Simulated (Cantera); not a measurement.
An adiabatic, constant-volume homogeneous reactor starts with CH₄ : CO : O₂ : N₂ : CO₂ = 1 : 0.15 : 3.52 : 21.1 : 0.87 (molar parts), equivalence ratio 0.59, at 1750 K and 1.28 atm. Integrator tolerance rtol = 1e-08.

Cantera simulation using GRI-Mech 3.0 (53 species, 325 reactions); the numbers are that mechanism's predictions, not measurements.

Problem. What does this change do: CH4 1 to 2 parts?

Solution. 
```
quantity                                                            before                                    after
---------------------------------  ---------------------------------------  ---------------------------------------
time of steepest temperature rise                                 0.155 ms                                 0.170 ms
temperature at 0.300 s                                              2559 K                                   2797 K
equilibrium temperature                                             2559 K                                   2797 K
x(CH₄) at 0.300 s                    <1e-12 (gas-phase equilibrium <1e-12)    <1e-12 (gas-phase equilibrium <1e-12)
x(CO) at 0.300 s                     0.0105 (gas-phase equilibrium 0.0105)    0.0539 (gas-phase equilibrium 0.0539)
x(O₂) at 0.300 s                     0.0503 (gas-phase equilibrium 0.0503)  0.00926 (gas-phase equilibrium 0.00926)
x(O) at 0.300 s                    0.00313 (gas-phase equilibrium 0.00313)  0.00353 (gas-phase equilibrium 0.00353)
x(NO) at 0.300 s                     0.0124 (gas-phase equilibrium 0.0124)  0.00742 (gas-phase equilibrium 0.00742)
```
